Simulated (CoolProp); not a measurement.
Values from CoolProp's reference Helmholtz-energy equation of state, Lemmon 2004. It is a short technical equation, of lower accuracy than the large ones.

Give the vapour pressure (MPa), liquid density (kg/m³), vapour density (kg/m³), enthalpy of vaporisation (kJ/kg) of saturated n-dodecane at 480.5, 499.6, 576.4 K.


```
T (K)  p (MPa)  liquid density (kg/m³)  vapour density (kg/m³)  enthalpy of vaporisation (kJ/kg)
-----  -------  ----------------------  ----------------------  --------------------------------
480.5   0.0815                     602                    3.70                               262
499.6    0.128                     584                    5.75                               250
576.4    0.558                     498                    26.2                               189
```
